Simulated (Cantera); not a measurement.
Charge: 1 mol NaOH, 0.46 mol H2O, held at 57.8 Torr.

Cantera equilibrium calculation (NASA polynomials, part measured and part estimated; ideal gas, pure solids and liquids). Candidate condensed phases: H2O, Na, NaOH, NaO2, Na2O, Na2O2; 16 gas species. Kinetics and transport are ignored.

Problem. At 752 °C, list the 3 most abundant gas species with their mole fractions, and the condensed phases.

Solution. H2O 0.999, NaOH 0.000927, Na2(OH)2 3.20e-5. Condensed: NaOH(l).
